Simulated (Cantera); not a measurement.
Input: 1 mol HMDSO, 0.28 mol O2, 65 mol H2, held at 1.00 bar.

Equilibrium computed with Cantera from the NASA thermochemical tables; the gas is ideal and each condensed phase is pure. Candidate condensed phases: C, C6H6, C7H8, C8H18, H2O, Si, SiC, SiO2; 123 gas species. The feed counts by its element totals alone. Kinetics and transport are ignored. All values below are at 377 °C.

Base state: H2 0.931, CH4 0.0691 (mole fractions); condensed: SiC(s) + SiO2(α-quartz).

### Question
What changes in the equilibrium state with this change: HMDSO replaced by TEOS?

### Answer
| species | before | after |
|---|---|---|
| H2 | 0.931 | 0.842 |
| CH4 | 0.0691 | 0.119 |
| H2O | <1e-9 | 0.0382 |
| SiC(s), mol | 1.22 | 0 |
| SiO2(α-quartz), mol | 0.780 | 1.00 |
